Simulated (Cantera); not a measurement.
Input: 1 mol NiS, 4 mol H2, at 1525 K and 2700 Pa.

These are equilibrium values from Cantera (NASA tables, ideal gas, pure condensed phases), not measurements of a reactor. Candidate condensed phases: Ni, NiS, NiS2, Ni3S2, Ni3S4, S; 9 gas species. Equilibrium is a limit: real reactors are often held back by kinetics, nucleation or transport.

Base state: H2 0.930, H2S 0.0552, S2 0.0125, SH 0.00193, H 0.000139, S 3.69e-5 (mole fractions); condensed: Ni3S2(l).

What changes in the equilibrium state with this change: H2 from 4 to 100 mol?


| species | before | after |
|---|---|---|
| H2 | 0.930 | 0.990 |
| H2S | 0.0552 | 0.00908 |
| SH | 0.00193 | 0.000308 |
| S2 | 0.0125 | 0.000299 |
| S | 3.69e-5 | 5.70e-6 |
| H | 0.000139 | 0.000143 |
| Ni3S2(l), mol | 0.333 | 0 |
| Ni(s), mol | 0 | 1.000 |
